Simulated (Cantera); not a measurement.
Charge: 1 mol C2H5OH, 1.5 mol H2, 0.7 mol N2, at 54.0 Pa.

Cantera equilibrium calculation (NASA polynomials, part measured and part estimated; ideal gas, pure solids and liquids). Candidate condensed phases: C, C6H6, C7H8, C8H18, H2O; 136 gas species. Rates play no part.

### Question
At 2225 K, list the 7 most abundant gas species with their mole fractions, and the condensed phases.

### Answer
H2 0.543, H 0.205, CO 0.145, N2 0.0972, HCN 0.00750, C2H2 (acetylene) 0.00159, HNC 0.000615. Condensed: C(graphite).
